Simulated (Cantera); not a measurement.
# N2O furnace oxynitridation

An isothermal, constant-pressure homogeneous reactor starts with 90.9 % N2O, 9.09 % H2O, at 1250 K and 1700 Pa.

Cantera simulation using GRI-Mech 3.0 (53 species, 325 reactions); the numbers are that mechanism's predictions, not measurements. GRI-Mech 3.0 was tuned for natural gas; its chemistry of N2O as a main component is partial and can be far from experiment. Radical loss at walls, strong at low pressure, is not modelled. The mechanism lacks the step 2 NO + O2 → 2 NO2, which can matter for NO2 below about 1400 K. The temperature is held fixed by assumption; the heat of reaction is taken as removed at once.

```json
[
 {"t (s)": "6.00e-5", "x N2O": "0.909", "x H2O": "0.0909", "x O": "9.33e-7", "x N2": "1.11e-6", "x H2": "<1e-12"},
 {"t (s)": "0.000179", "x N2O": "0.909", "x H2O": "0.0909", "x O": "2.30e-6", "x N2": "3.69e-6", "x H2": "<1e-12"},
 {"t (s)": "0.000535", "x N2O": "0.909", "x H2O": "0.0909", "x O": "4.22e-6", "x N2": "1.31e-5", "x H2": "1.85e-11"},
 {"t (s)": "0.00160", "x N2O": "0.909", "x H2O": "0.0909", "x O": "5.00e-6", "x N2": "4.53e-5", "x H2": "5.85e-10"},
 {"t (s)": "0.00476", "x N2O": "0.909", "x H2O": "0.0909", "x O": "5.01e-6", "x N2": "0.000144", "x H2": "9.28e-9"},
 {"t (s)": "0.0142", "x N2O": "0.908", "x H2O": "0.0909", "x O": "5.00e-6", "x N2": "0.000449", "x H2": "8.20e-8"},
 {"t (s)": "0.0424", "x N2O": "0.907", "x H2O": "0.0908", "x O": "5.01e-6", "x N2": "0.00138", "x H2": "3.33e-7"},
 {"t (s)": "0.127", "x N2O": "0.903", "x H2O": "0.0907", "x O": "4.98e-6", "x N2": "0.00417", "x H2": "5.83e-7"},
 {"t (s)": "0.378", "x N2O": "0.890", "x H2O": "0.0903", "x O": "4.83e-6", "x N2": "0.0124", "x H2": "4.31e-7"},
 {"t (s)": "1.13", "x N2O": "0.854", "x H2O": "0.0892", "x O": "4.58e-6", "x N2": "0.0358", "x H2": "2.64e-7"},
 {"t (s)": "3.37", "x N2O": "0.759", "x H2O": "0.0862", "x O": "4.35e-6", "x N2": "0.0980", "x H2": "1.99e-7"},
 {"t (s)": "10.1", "x N2O": "0.548", "x H2O": "0.0796", "x O": "4.14e-6", "x N2": "0.236", "x H2": "1.95e-7"},
 {"t (s)": "30.0", "x N2O": "0.237", "x H2O": "0.0699", "x O": "3.90e-6", "x N2": "0.440", "x H2": "2.54e-7"}
]
```
x: mole fraction; the columns are a selection and need not sum to one.

Equilibrium at this temperature and pressure: N2O 2.43e-9, H2O 0.0625, O 2.99e-7, N2 0.625, H2 2.98e-8 (gas phase only).
